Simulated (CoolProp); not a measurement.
A Linde-Hampson liquefier for carbon monoxide: isothermal reversible compression at 300 K from 1 atm to 25 MPa, throttling to 1 atm, return gas leaving the recuperator 0 K below the feed. Each further row changes one setting.

The numbers come from the reference Helmholtz-energy equation of state, Lemmon 2006 in CoolProp. It is a short technical equation, of lower accuracy than the large ones.

```tsv
case	liquid yield per pass	compression work (kJ/kg of gas)
as stated	0.095	491
high pressure 50 MPa	0.102	?
warm-end temperature 330 K	0.070	?
warm-end gap 5 K	?	491
```

Q: Fill in the missing entries.

A: 
- high pressure 50 MPa, compression work (kJ/kg of gas): 565
- warm-end temperature 330 K, compression work (kJ/kg of gas): 544
- warm-end gap 5 K, liquid yield per pass: 0.084
